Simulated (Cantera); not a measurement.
# Low-pressure radical oxidation in H2/O2

An isothermal, constant-pressure homogeneous reactor starts with 1.63 % H2, 95.6 % O2, 2.77 % N2, equivalence ratio 0.0085, at 1298 K and 170 Pa.

Computed with Cantera and GRI-Mech 3.0 (53 species, 325 reactions). Radical loss at walls, strong at low pressure, is not modelled.

```csv
t (s),x H2,x O2,x H2O2,x HO2,x H
1.00e-5,0.0163,0.956,<1e-12,1.01e-10,9.87e-11
4.78e-5,0.0163,0.956,<1e-12,4.82e-10,4.36e-10
0.000229,0.0163,0.956,<1e-12,2.31e-9,1.51e-9
0.00109,0.0163,0.956,2.22e-12,1.10e-8,3.78e-9
0.00524,0.0163,0.956,4.84e-11,5.27e-8,3.61e-8
0.0250,0.0125,0.953,3.26e-9,1.54e-7,0.000405
0.120,0.000107,0.941,3.18e-9,1.23e-7,0.000921
0.573,0.000103,0.942,3.16e-9,1.21e-7,0.000864
2.74,8.54e-5,0.944,3.07e-9,1.11e-7,0.000646
13.1,4.10e-5,0.950,2.59e-9,7.83e-8,0.000208
62.7,6.43e-6,0.955,1.26e-9,2.72e-8,1.26e-5
300,5.05e-7,0.956,2.66e-10,6.37e-9,2.74e-7
```
x: mole fraction; the columns are a selection and need not sum to one.

Equilibrium at this temperature and pressure: H2 3.42e-8, O2 0.956, H2O2 3.56e-11, HO2 9.41e-9, H 4.84e-9 (gas phase only).
